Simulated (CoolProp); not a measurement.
Vapour-liquid equilibrium of methanol (1) + dimethyl carbonate (2) at 0.82 MPa; x and y are mole fractions of (1).

Computed with CoolProp (multi-fluid Helmholtz-energy mixture model, de Reuck 1993 and Zhou 2011; pair parameters Bell 2016).

```tsv
x	bubble temperature, mixture model (K)	bubble temperature, Raoult's law (K)	y, mixture model	y, Raoult's law
0.05	438.0	442.2	0.175	0.131
0.125	428.8	436.4	0.349	0.289
0.2	422.2	431.5	0.466	0.414
0.275	[?]	427.3	0.549	0.515
0.35	413.8	423.5	[?]	0.600
0.425	411.0	420.2	[?]	0.672
0.5	408.8	417.1	[?]	0.734
0.575	407.1	414.4	0.742	0.788
0.65	405.6	411.8	0.778	0.836
0.725	404.5	409.5	0.814	0.878
0.8	403.5	407.3	0.854	0.916
0.875	402.8	405.3	0.900	0.950
0.95	402.3	403.4	0.955	0.981
```

Complete the blanks.


- 0.275, bubble temperature, mixture model (K): 417.4
- 0.35, y, mixture model: 0.612
- 0.425, y, mixture model: 0.662
- 0.5, y, mixture model: 0.704

The largest gap from Raoult's law is -9.9 K in bubble temperature, at x = 0.275. No azeotrope shows between x = 0.05 and 0.95.

The pair parameters rest on a limited set of measurements; away from them the model extrapolates.
